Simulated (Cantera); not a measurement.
A freely propagating, adiabatic, planar premixed flame of CH4 : O2 : N2 : H2O = 1 : 1.82 : 6.84 : 0.49 (molar parts), equivalence ratio 1.1, unburnt at 350 K and 230000 Pa; mixture-averaged transport, grid criteria slope 0.08 and curve 0.16, no radiation.

Computed with Cantera and GRI-Mech 3.0 (53 species, 325 reactions). Burning velocities carry a grid error of a few per cent, more on coarse grids.

Task: Predict: laminar burning velocity; thermal thickness; peak x(HO2); peak x(H2O2); peak x(C2H4).

Result: 
| Quantity | Result |
|---|---|
| laminar burning velocity | 28.2 cm/s |
| thermal thickness | 0.281 mm |
| peak x(HO2) | 0.000140 |
| peak x(H2O2) | 3.67e-5 |
| peak x(C2H4) | 0.000806 |
